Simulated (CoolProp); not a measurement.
Computed with CoolProp (reference Helmholtz-energy equation of state, Thol 2017).

### Question
Give the vapour pressure (kPa), vapour density (kg/m³), liquid cp (kJ/(kg K)), surface tension (mN/m) of saturated decamethyltetrasiloxane (MD2M) at 442.2, 469.8, 525.1 K.

### Answer
```csv
T (K),p (kPa),vapour density (kg/m³),liquid cp (kJ/(kg K)),surface tension (mN/m)
442.2,52.3,4.62,2.06,6.91
469.8,107,9.21,2.12,5.26
525.1,340,29.6,2.26,2.40
```

Surface tension comes from a separate correlation (Mulero 2014), older than this fluid's equation and unchecked against measurements.
